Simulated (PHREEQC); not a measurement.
# Copper plating or etch bath: an equilibrium model

Consider water at 75 °C with 0.013 mol/kgw Cu(NO3)2, 0.0058 mol/kgw HCl and 7.5e-05 mol/kgw KCl. Closed to the air; pH follows from the charge balance.

All values are PHREEQC results (ion-association model, phreeqc.dat), not measurements.

This is a speciation only: nothing precipitates in the calculation.

Q: What pH, specific conductance does the model give?

A: pH 2.31; specific conductance 11100 µS/cm.

Q: In which forms is Cu present?

A: Cu+2 95 %, CuCl+ 5.0 % of the Cu.

At this temperature some constants are extrapolated from 25 °C, and those without enthalpy data are left unchanged.
